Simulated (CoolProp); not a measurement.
A single-stage vapour-compression cycle with sulfur dioxide: evaporating at 274.15 K (dew point), condensing at 330.15 K (bubble point), superheat 5 K, subcooling 8 K, compressor efficiency 0.7, no pressure losses. Each further row changes one setting.

Values from CoolProp's reference Helmholtz-energy equation of state, Gao 2016.

| case | cooling COP | pressure ratio | discharge temperature (K) | refrigerating effect (kJ/kg) | volumetric capacity (kJ/m³) |
|---|---|---|---|---|---|
| as stated | 2.85 | 6.29 | 451.7 | 316 | 1460 |
| evaporating temperature 279.15 K | 3.25 | 5.15 | 437.5 | ? | ? |
| condensing temperature 325.15 K | ? | ? | 437.4 | 323 | 1500 |
| subcooling 13 K | 2.92 | 6.29 | 451.7 | 323 | 1500 |
| superheat 15 K | 2.80 | 6.29 | 466.5 | 322 | 1440 |
| compressor efficiency 0.6 | 2.45 | 6.29 | 476.3 | 316 | 1460 |

Question: Fill in the missing entries.

Answer: 
- evaporating temperature 279.15 K, refrigerating effect (kJ/kg): 318
- evaporating temperature 279.15 K, volumetric capacity (kJ/m³): 1780
- condensing temperature 325.15 K, cooling COP: 3.19
- condensing temperature 325.15 K, pressure ratio: 5.49
